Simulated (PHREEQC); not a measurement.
1 kg of water holding 0.022 mol/kgw K2CO3 and 0.074 mol/kgw NaCl meets 20 L of dry gas (H2 1 by moles) at fixed total pressure, at 25 °C; fugacities by Peng-Robinson. The gases take part in no redox reaction, some water evaporates into the gas, and hydrates or a liquid gas phase aren't modelled. Precipitation was switched off in this run.

Equilibrium calculation in PHREEQC: ion-association model, phreeqc.dat.

| P (atm) | dissolved H2 (mol/kgw) | φ of H2 |
|---|---|---|
| 2 | 0.00151 | 1.000 |
| 5 | 0.00381 | 1.001 |
| 10 | 0.00761 | 1.003 |
| 20 | 0.0151 | 1.005 |
| 30 | 0.0225 | 1.008 |
| 40 | 0.0297 | 1.011 |
| 50 | 0.0368 | 1.014 |
| 75 | 0.0541 | 1.022 |
| 100 | 0.0706 | 1.031 |
| 150 | 0.102 | 1.049 |
| 200 | 0.131 | 1.070 |
| 300 | 0.182 | 1.116 |
| 400 | 0.226 | 1.170 |
